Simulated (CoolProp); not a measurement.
Vapour-liquid equilibrium of R227EA (1) + isobutene (2) at 332.7 K; x and y are mole fractions of (1).

Model: multi-fluid Helmholtz-energy mixture model, Lemmon 2016 and Lemmon 2005; pair parameters Bell 2016, in CoolProp.

```csv
x,bubble pressure (bar),y at the bubble point,dew pressure at overall composition x (bar),liquid density (mol/L)
0.05,8.639,0.129,8.063,9.459
0.2,10.46,0.345,9.205,8.907
0.35,11.47,0.467,10.50,8.419
0.5,12.05,0.564,11.70,8.006
0.65,12.33,0.665,12.30,7.672
0.8,12.29,0.785,12.26,7.414
0.95,11.87,0.938,11.82,7.222
```

y crosses x between x = 0.65 and 0.8: the model has an azeotrope there.

Pair parameters are fitted to limited data, so mixtures are less certain than the pure fluids.
